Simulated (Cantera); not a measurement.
An adiabatic, constant-pressure homogeneous reactor starts with C₃H₈ : O₂ : N₂ : H₂O = 1 : 2.94 : 11.1 : 2.2 (molar parts), equivalence ratio 1.7, at 1000 K and 1700000 Pa. Integrator tolerance rtol = 1e-08.

Computed with Cantera and GRI-Mech 3.0 (53 species, 325 reactions). GRI-Mech 3.0 was tuned for natural gas; its chemistry of propane as a main component is partial and can be far from experiment. The pressure lies above the range GRI-Mech 3.0 was tuned for (to about 10 atm).

### Question
What does this change do: initial temperature 1000 to 1600 K?

### Answer
| quantity | before | after |
|---|---|---|
| time of steepest temperature rise | 44.9 ms | 7.11 µs |
| temperature at 3.00 s | 2213 K | 2719 K |
| equilibrium temperature | 2213 K | 2719 K |
| x(C₃H₈) at 3.00 s | <1e-12 (gas-phase equilibrium <1e-12) | <1e-12 (gas-phase equilibrium <1e-12) |
| x(O₂) at 3.00 s | 4.16e-7 (gas-phase equilibrium 4.16e-7) | 7.66e-5 (gas-phase equilibrium 7.66e-5) |
| x(H₂O) at 3.00 s | 0.208 (gas-phase equilibrium 0.208) | 0.209 (gas-phase equilibrium 0.209) |
| x(H) at 3.00 s | 0.000462 (gas-phase equilibrium 0.000462) | 0.00451 (gas-phase equilibrium 0.00451) |
| x(H₂) at 3.00 s | 0.0973 (gas-phase equilibrium 0.0973) | 0.0918 (gas-phase equilibrium 0.0918) |
| x(N₂O) at 3.00 s | 2.92e-9 (gas-phase equilibrium 2.92e-9) | 9.98e-8 (gas-phase equilibrium 9.98e-8) |
| x(CH₂) at 3.00 s | 1.05e-12 (gas-phase equilibrium 1.15e-12) | 1.21e-11 (gas-phase equilibrium 1.32e-11) |

### Question
What does this change do: N2 11.1 to 14 parts?

### Answer
```csv
quantity,before,after
time of steepest temperature rise,44.9 ms,52.5 ms
temperature at 3.00 s,2213 K,2084 K
equilibrium temperature,2213 K,2084 K
x(C₃H₈) at 3.00 s,<1e-12 (gas-phase equilibrium <1e-12),<1e-12 (gas-phase equilibrium <1e-12)
x(O₂) at 3.00 s,4.16e-7 (gas-phase equilibrium 4.16e-7),7.21e-8 (gas-phase equilibrium 7.21e-8)
x(H₂O) at 3.00 s,0.208 (gas-phase equilibrium 0.208),0.180 (gas-phase equilibrium 0.180)
x(H) at 3.00 s,0.000462 (gas-phase equilibrium 0.000462),0.000203 (gas-phase equilibrium 0.000203)
x(H₂) at 3.00 s,0.0973 (gas-phase equilibrium 0.0973),0.0868 (gas-phase equilibrium 0.0868)
x(N₂O) at 3.00 s,2.92e-9 (gas-phase equilibrium 2.92e-9),9.91e-10 (gas-phase equilibrium 9.91e-10)
x(CH₂) at 3.00 s,1.05e-12 (gas-phase equilibrium 1.15e-12),<1e-12 (gas-phase equilibrium <1e-12)
```
